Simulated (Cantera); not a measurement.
Charge: 1 mol SiH₂Cl₂, 0.48 mol C₂H₂, 69 mol H₂, equilibrated at 150 Torr.

These are equilibrium values from Cantera (NASA tables, ideal gas, pure condensed phases), not measurements of a reactor. Candidate condensed phases: C, C₆H₆, C₇H₈, C₈H₁₈, Si, SiC; 109 gas species. The tables' values for SiCl are old estimates; treat these amounts as uncertain. Gases not in the tables: Si₂H₆ and higher silanes. Equilibrium is a limit: real reactors are often held back by kinetics, nucleation or transport. All values below are at 2252 °C.

Base state: H₂ 0.898, H 0.0594, HCl 0.0247, Si 0.00837, C₂H₂ (acetylene) 0.00483, Cl 0.00115, SiC₂ 0.00104, Si₂C 0.000986 (mole fractions); condensed: gas only.

What changes in the equilibrium state with this change: pressure from 150 Torr to 10.0 Torr?


```
species   before    after
-------  -------  -------
H₂         0.898    0.749
H         0.0594    0.210
HCl       0.0247   0.0204
Si       0.00837   0.0103
CH₄      1.55e-5  7.47e-7
C₃       1.09e-6  1.83e-5
```
